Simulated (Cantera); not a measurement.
An adiabatic, constant-volume homogeneous reactor starts with CH4 : O2 : N2 : CO2 = 1 : 4.44 : 16.7 : 0.34 (molar parts), equivalence ratio 0.45, at 1750 K and 200000 Pa.

Cantera simulation using GRI-Mech 3.0 (53 species, 325 reactions); the numbers are that mechanism's predictions, not measurements.

Task: Predict: time of steepest temperature rise; temperature at 2.00 s; equilibrium temperature; x(O2) at 2.00 s; x(CO2) at 2.00 s; x(OH) at 2.00 s; x(H2O2) at 2.00 s.

Result: 
| Property | Value |
|---|---|
| time of steepest temperature rise | 76.8 µs |
| temperature at 2.00 s | 2653 K |
| equilibrium temperature | 2653 K |
| x(O2) at 2.00 s | 0.0968 (gas-phase equilibrium 0.0968) |
| x(CO2) at 2.00 s | 0.0514 (gas-phase equilibrium 0.0514) |
| x(OH) at 2.00 s | 0.0126 (gas-phase equilibrium 0.0126) |
| x(H2O2) at 2.00 s | 4.15e-7 (gas-phase equilibrium 4.15e-7) |
